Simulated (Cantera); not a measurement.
Feed: 1 mol MgCl2, 0.32 mol HCl, 1.2 mol N2, 0.095 mol O2, equilibrated at 0.290 bar.

Cantera equilibrium calculation (NASA polynomials, part measured and part estimated; ideal gas, pure solids and liquids). Candidate condensed phases: H2O, Mg, MgCl2, MgO, Mg(OH)2, NH4Cl; 38 gas species. Rates play no part.

log p: log10 of the partial pressure in bar; n: condensed amount in mol.

```tsv
T (K)	log p N2	log p MgCl2	log p HCl	log p Cl	log p Cl2	log p O2	log p H2O	n MgO(s)
1425	-0.86	-1.03	-1.44	-2.33	-1.73	-3.61	-4.35	0.185
1475	-0.87	-1.03	-1.44	-2.19	-1.77	-3.20	-4.18	0.178
1525	-0.87	-1.03	-1.44	-2.08	-1.84	-2.88	-4.03	0.165
1575	-0.87	-1.02	-1.45	-1.99	-1.93	-2.65	-3.90	0.149
1625	-0.87	-1.01	-1.45	-1.92	-2.05	-2.51	-3.77	0.131
1675	-0.88	-1.01	-1.46	-1.87	-2.19	-2.41	-3.65	0.117
1725	-0.88	-1.01	-1.46	-1.83	?	-2.36	?	0.106
1775	-0.88	-1.00	-1.46	-1.80	-2.49	-2.33	-3.43	0.0987
1825	-0.88	-1.00	-1.47	-1.77	-2.64	-2.31	-3.33	0.0942
1875	-0.88	-1.00	-1.47	-1.75	?	-2.31	?	0.0916
1925	-0.88	-1.00	-1.47	-1.73	-2.93	-2.31	-3.15	0.0903
1975	-0.88	-1.00	-1.48	-1.71	-3.07	-2.32	-3.06	0.0897
2025	-0.88	-1.00	-1.48	-1.69	-3.20	-2.33	-2.99	0.0896
2075	-0.88	-1.00	-1.49	-1.67	-3.33	-2.35	-2.92	0.0897
```

Fill in the missing entries.


- 1875, log p Cl2: -2.79
- 1875, log p H2O: -3.24
- 1725, log p Cl2: -2.34
- 1725, log p H2O: -3.54
